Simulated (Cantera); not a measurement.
Feed: 1 mol CH₃OH, 0.62 mol H₂, 9.5 mol N₂, equilibrated at 1975 K and 74.3 Torr.

Method: chemical equilibrium by Gibbs-energy minimisation in Cantera with the NASA 1993 tables (ideal gas, pure condensed phases). Candidate condensed phases: C, C₆H₆, C₇H₈, C₈H₁₈, H₂O; 136 gas species. Kinetics and transport are ignored.

Base state: N₂ 0.723, H₂ 0.198, CO 0.0761, H 0.00194, HCN 3.18e-5, H₂O 3.09e-5 (mole fractions); condensed: gas only.

What changes in the equilibrium state with this change: temperature from 1975 K to 1048 K?


```csv
species,before,after
N₂,0.723,0.725
H₂,0.198,0.199
CO,0.0761,0.0757
H,0.00194,1.10e-8
CH₄,1.11e-8,0.000229
CO₂,2.63e-6,0.000126
"C(graphite), mol",0,0.00225
```
